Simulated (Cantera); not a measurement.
Input: 1 mol Fe₃O₄, 18 mol CO, 10 mol N₂, equilibrated at 2325 K and 101000 Pa.

Cantera equilibrium calculation (NASA polynomials, part measured and part estimated; ideal gas, pure solids and liquids). Candidate condensed phases: C, Fe, Fe(CO)₅, FeO, Fe₂O₃, Fe₃O₄; 27 gas species. Each liquid is taken as pure. Mutual solubility and eutectic melting of coexisting phases are not modelled. The tables' stoichiometric FeO is somewhat more stable than real wüstite, so its field is too wide. FeO: taken at fixed stoichiometry. Kinetics and transport are ignored.

Base state: CO 0.587, N₂ 0.354, CO₂ 0.0502, Fe 0.00807, FeO 0.000152, NO 2.79e-5 (mole fractions); condensed: Fe(l) + FeO(l).

Q: What changes in the equilibrium state with this change: temperature from 2325 K to 2198.15 K?

A: 
| species | before | after |
|---|---|---|
| CO | 0.587 | 0.588 |
| N₂ | 0.354 | 0.356 |
| CO₂ | 0.0502 | 0.0535 |
| Fe | 0.00807 | 0.00269 |
| FeO | 0.000152 | 3.97e-5 |
| NO | 2.79e-5 | 9.93e-6 |
| Fe(l), mol | 0.191 | 0.427 |
| FeO(l), mol | 2.58 | 2.50 |
